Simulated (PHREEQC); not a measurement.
Dissolve 1 mol KCl and 1.7 mol MgSO4 per kg of water at 25 °C. Closed to the air; pH follows from the charge balance.

Computed with PHREEQC (Pitzer model, pitzer.dat).

```csv
quantity,before,after
pH,6.14,7.29
SI of Sylvite (KCl),-1.32,-1.23
```

Question: What was changed between the two runs?
A. temperature from 25 to 50 °C
B. MgSO4 replaced by Li2SO4 at the same molality
C. diluted 5-fold with water
D. MgSO4 left out
E. KCl from 1 to 0.9 mol/kgw

Answer: B, MgSO4 replaced by Li2SO4 at the same molality

No solid was allowed to form.
